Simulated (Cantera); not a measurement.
An isothermal, constant-pressure homogeneous reactor starts with 15.4 % NO, 84.6 % N2, at 1750 K and 160000 Pa.

Computed with Cantera and GRI-Mech 3.0 (53 species, 325 reactions).

One state of this run: x NO = 0.0825; x O2 = 0.0356; x O = 1.14e-5; x N2 = 0.882; x NO2 = 0.000121; x N2O = 2.94e-6. x: mole fraction; the columns are a selection and need not sum to one.

Task: Which value of t (s) does it belong to?
A) 0.158
B) 0.0398
C) 0.000158
D) 10.0

Result: D, 10.0
